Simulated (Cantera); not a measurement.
Input: 1 mol CaO, 5 mol Cl₂, equilibrated at 1600 K.

These are equilibrium values from Cantera (NASA tables, ideal gas, pure condensed phases), not measurements of a reactor. Candidate condensed phases: Ca, CaCl₂, CaO; 11 gas species. Condensed phases not in the tables: oxide chlorides. Equilibrium is a limit: real reactors are often held back by kinetics, nucleation or transport.

x: gas mole fraction; n: condensed amount in mol.

```tsv
P (Pa)	x Cl	x Cl₂	x CaCl₂	x O₂	n CaCl₂(l)
1	0.841	0.000586	0.105	0.0521	0
4.20	0.839	0.00245	0.105	0.0525	0
18	0.830	0.0103	0.106	0.0530	0
75	0.796	(withheld)	0.109	0.0546	0
320	(withheld)	(withheld)	(withheld)	0.0592	0
1300	0.513	0.284	0.135	0.0674	0
5600	0.325	0.489	0.105	0.0812	0.358
24000	0.186	0.691	0.0244	0.0977	0.876
100000	0.0977	0.791	0.00585	0.105	0.972
```

Complete the blanks.


- 320, x Cl: 0.694
- 320, x Cl₂: 0.128
- 320, x CaCl₂: 0.119
- 75, x Cl₂: 0.0394
